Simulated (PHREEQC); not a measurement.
## Brine with mixed reagents: speciation

Solution A (1.6 mol/kgw MgCl2 and 0.39 mol/kgw MgSO4) is mixed with solution B (8.5e-05 mol Ca(OH)2 and 0.012 mol KOH per kg of water) at 25 °C; shares are by mass of water, 1 kg in all. No CO2 enters from the air. Solids allowed: Arcanite, Bischofite, Brucite, Carnallite, Epsomite, Gypsum, Anhydrite, Hexahydrite, Kainite, Kieserite, Leonite, Misenite, Polyhalite, Portlandite, Schoenite, Sylvite, Syngenite, MgCl2_4H2O. Others were left out.

All values are PHREEQC results (Pitzer model, pitzer.dat), not measurements.

Predict pH at share of solution B = 0.4, 0.65, 0.7, 0.75.


```
share of solution B    pH
-------------------  ----
0.4                  8.68
0.65                 8.90
0.7                  8.95
0.75                 9.00
```

Complexes and solids missing from the database can't appear. In brines, pH and single-ion activities rest on the MacInnes convention.
